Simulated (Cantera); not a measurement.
A Cantera script and what it prints.

```python
import numpy as np
import cantera as ct

gas_names = """
    H HNO HNO2 HNO3 HO2 H2 H2O H2O2 H2S H2SO4 Mg MgH MgN MgO MgOH MgO2H2 MgS Mg2 N NH NH2 NH3 NH2OH NO
    NO2 NO3 N2 N2H2 N2H4 N2O O OH O2 O3 S SH SN SO SO2 SO3 S2 S2O S8
""".split()
cond_names = """
    H2O(s) H2O(L) H2SO4(L) Mg(cr) Mg(L) MgO(s) MgO(L) MgO2H2(s) MgS(s) MgSO4(s) MgSO4(L) S(cr1) S(cr2)
    S(L)
""".split()


def load(file, names, dense=False):
    # The tables refer to 1 bar. Condensed volumes are neglected.
    table = {s.name: s for s in ct.Species.list_from_file(file)}
    out = []
    for n in names:
        d = dict(table[n].input_data)
        d["thermo"] = dict(d["thermo"], **{"reference-pressure": 1e5})
        if dense:
            d["equation-of-state"] = {"model": "constant-volume", "density": "1e6 g/cm^3"}
        out.append(ct.Species.from_dict(d))
    return out


gas = ct.Solution(thermo="ideal-gas", species=load("nasa_gas.yaml", gas_names))
cond = {s.name: ct.Solution(thermo="fixed-stoichiometry", species=[s], name=s.name)
        for s in load("nasa_condensed.yaml", cond_names, dense=True)}
atoms = {
    'MgO': {'Mg': 1, 'O': 1},
    'H2S': {'H': 2, 'S': 1},
    'N2': {'N': 2},
}
top_T = {'MgS(s)': 2250}  # K; cautious upper limits of use, not melting points


def equilibrate(T, P, feed):
    n = {}
    for name, mol in feed.items():
        for a, k in atoms[name].items():
            n[a] = n.get(a, 0.0) + k * mol
    gas.TPX = T, P, n
    mass = sum(n.values()) * gas.mean_molecular_weight
    gas.equilibrate("TP")
    valid = [c for c in cond.values() if c.min_temp <= T <= top_T.get(c.name, c.max_temp)]
    mix = ct.Mixture([(gas, mass / gas.mean_molecular_weight)] + [(c, 0.0) for c in valid])
    mix.T, mix.P = T, P
    mix.equilibrate("TP", solver="vcs", rtol=1e-11, max_steps=5000)
    return mix


results = []
feed = {'MgO': 1, 'H2S': 0.06, 'N2': 11}  # mol
T = 1500  # K
for P in [1000, 2600, 6700, 17000, 45000, 120000, 300000, 770000, 2000000]:
    mix = equilibrate(T, P, feed)
    results.append((T, P, feed, dict(zip(mix.species_names, mix.species_moles))))
    x = sorted(zip(gas.X, gas.species_names), reverse=True)
    print(f"T = {T:g} K  P = {P:g} Pa  gas = {mix.phase_moles(0):.4g} mol")
    print("   x: " + "  ".join(f"{s} {v:.3e}" for v, s in x if v > 0.001))
    print("   condensed (mol): " + ("  ".join(f"{mix.phase(i).name} {mix.phase_moles(i):.4g}"
          for i in range(1, mix.n_phases) if mix.phase_moles(i) > 1e-12) or "none"))
```

Result:

```
T = 1500 K  P = 1000 Pa  gas = 11.09 mol
   x: N2 9.919e-01  H2 5.254e-03  S2 2.615e-03
   condensed (mol): MgO(s) 0.9997
T = 1500 K  P = 2600 Pa  gas = 11.09 mol
   x: N2 9.920e-01  H2 5.198e-03  S2 2.583e-03
   condensed (mol): MgO(s) 0.9997  MgS(s) 0.0001843
T = 1500 K  P = 6700 Pa  gas = 11.09 mol
   x: N2 9.920e-01  H2 5.100e-03  S2 2.533e-03
   condensed (mol): MgO(s) 0.9996  MgS(s) 0.0004071
T = 1500 K  P = 17000 Pa  gas = 11.09 mol
   x: N2 9.921e-01  H2 4.955e-03  S2 2.461e-03
   condensed (mol): MgO(s) 0.9993  MgS(s) 0.0006471
T = 1500 K  P = 45000 Pa  gas = 11.09 mol
   x: N2 9.922e-01  H2 4.736e-03  S2 2.353e-03
   condensed (mol): MgO(s) 0.999  MgS(s) 0.0009879
T = 1500 K  P = 120000 Pa  gas = 11.08 mol
   x: N2 9.924e-01  H2 4.429e-03  S2 2.201e-03
   condensed (mol): MgO(s) 0.9985  MgS(s) 0.001458
T = 1500 K  P = 300000 Pa  gas = 11.08 mol
   x: N2 9.925e-01  H2 4.061e-03  S2 2.018e-03  H2S 1.148e-03
   condensed (mol): MgO(s) 0.998  MgS(s) 0.002021
T = 1500 K  P = 770000 Pa  gas = 11.08 mol
   x: N2 9.928e-01  H2 3.610e-03  S2 1.793e-03  H2S 1.541e-03
   condensed (mol): MgO(s) 0.9973  MgS(s) 0.00271
T = 1500 K  P = 2e+06 Pa  gas = 11.08 mol
   x: N2 9.930e-01  H2 3.104e-03  H2S 1.981e-03  S2 1.542e-03
   condensed (mol): MgO(s) 0.9965  MgS(s) 0.003481
```

Equilibrium computed with Cantera from the NASA thermochemical tables; the gas is ideal and each condensed phase is pure. Mutual solubility and eutectic melting of coexisting phases are not modelled.
